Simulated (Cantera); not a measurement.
An isothermal plug-flow reactor at 1250 K and 0.360 bar (inlet), inlet velocity 1.4 m/s, active area per volume 590 1/m; feed CH4 : O2 : N2 = 0.039 : 0.012 : 0.79 (molar parts), equivalence ratio 6.5.

Detailed kinetics in Cantera: Deutschmann's 1995 Pt surface mechanism with GRI-Mech 3.0 gas chemistry. Catalytic surfaces can have several steady states; this one follows from the mechanism file's or the stated starting coverage. Mass transfer to the wall is taken as infinitely fast.

### Question
What does this change do: pressure from 0.360 bar to 0.170 bar?

### Answer
```json
[
 {"quantity": "x(CH4) at z = 0.05 m", "before": "0.0233", "after": "0.0222"},
 {"quantity": "x(O2) at z = 0.05 m", "before": "0.00121", "after": "0.00109"},
 {"quantity": "x(H2O) at z = 0.05 m", "before": "0.00363", "after": "0.00274"},
 {"quantity": "x(CO2) at z = 0.05 m", "before": "6.33e-6", "after": "6.30e-6"},
 {"quantity": "x(CO) at z = 0.05 m", "before": "0.0216", "after": "0.0227"},
 {"quantity": "θ(free Pt) at the exit", "before": "0.0317", "after": "0.0309"},
 {"quantity": "θ(C*) at the exit", "before": "0.968", "after": "0.969"}
]
```

### Question
What does this change do: temperature 1250 to 900 K?

### Answer
```
quantity                 before    after
----------------------  -------  -------
x(CH4) at z = 0.05 m     0.0233   0.0377
x(O2) at z = 0.05 m     0.00121  0.00430
x(H2O) at z = 0.05 m    0.00363   0.0114
x(CO2) at z = 0.05 m    6.33e-6  4.38e-7
x(CO) at z = 0.05 m      0.0216  0.00834
θ(free Pt) at the exit   0.0317   0.0372
θ(C*) at the exit         0.968    0.960
```
